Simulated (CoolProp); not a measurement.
Vapour-liquid equilibrium of propane (1) + dimethyl ether (2) at 1.51 MPa; x and y are mole fractions of (1).

The numbers come from the multi-fluid Helmholtz-energy mixture model, Lemmon 2009 and Wu 2011; pair parameters Bell 2016 in CoolProp.

```csv
x,"bubble temperature, mixture model (K)","bubble temperature, Raoult's law (K)","y, mixture model","y, Raoult's law"
0.05,332.6,334.0,0.087,0.071
0.15,328.6,332.0,0.232,0.206
0.25,325.5,330.1,0.349,0.329
0.35,323.1,328.3,0.448,0.443
0.45,321.2,326.5,0.535,0.549
0.55,319.7,324.7,0.616,0.646
0.65,318.5,323.0,0.693,0.736
0.75,317.7,321.4,0.772,0.819
0.85,317.3,319.8,0.856,0.895
0.95,317.3,318.2,0.948,0.966
```

The largest gap from Raoult's law is -5.3 K in bubble temperature, at x = 0.45. y crosses x between x = 0.85 and 0.95: the model has an azeotrope there.

The pair parameters rest on a limited set of measurements; away from them the model extrapolates.
